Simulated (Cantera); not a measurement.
Input: 1 mol B2O3, 56 mol HCl, 0.62 mol H2, equilibrated at 800 K and 3.70 Pa.

Equilibrium computed with Cantera from the NASA thermochemical tables; the gas is ideal and each condensed phase is pure. Candidate condensed phases: B, B2O3, B3O3H3, H2O; 33 gas species. Equilibrium is a limit: real reactors are often held back by kinetics, nucleation or transport.

Base state: HCl 0.989, H2 0.0110 (mole fractions); condensed: B2O3(l).

Problem. What changes in the equilibrium state with this change: 0.56 mol NH3 added?

Solution. 
```tsv
species	before	after
HCl	0.989	0.970
H2	0.0110	0.0253
N2	0	0.00485
B2O3(l), mol	1.000	1.000
```
Further candidate phases: BN, NH4Cl.
